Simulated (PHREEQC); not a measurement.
Geothermal or formation water (model solution)

Synthetic water in mg/kgw, 85 °C, pH 7.38, pe 8.1:

| constituent | mg/kgw |
|---|---|
| Na | 1500 |
| K | 677 |
| Ca | 17.3 |
| Mg | 53.1 |
| Cl | 2660 |
| S(6) as SO4 | 623 |
| Alkalinity as HCO3 | 146 |
| F | 5.7 |

Valence states are taken as typed.

Equilibrium calculation in PHREEQC: ion-association model, wateq4f.dat.

```yaml
ionic_strength: 0.0929 mol/kgw
charge_balance_error: -1.7 %
```

| species | molality | activity | log γ |
|---|---|---|---|
| Cl- | 0.0750 | 0.0559 | -0.128 |
| Na+ | 0.0645 | 0.0492 | -0.118 |
| K+ | 0.0169 | 0.0126 | -0.128 |
| SO4-2 | 0.00461 | 0.00157 | -0.468 |
| HCO3- | 0.00218 | 0.00168 | -0.113 |
| Mg+2 | 0.00143 | 0.000532 | -0.431 |

Precipitation was switched off in this run. Away from 25 °C the constants follow the database's enthalpies or fits; those with neither stay at their 25 °C values.
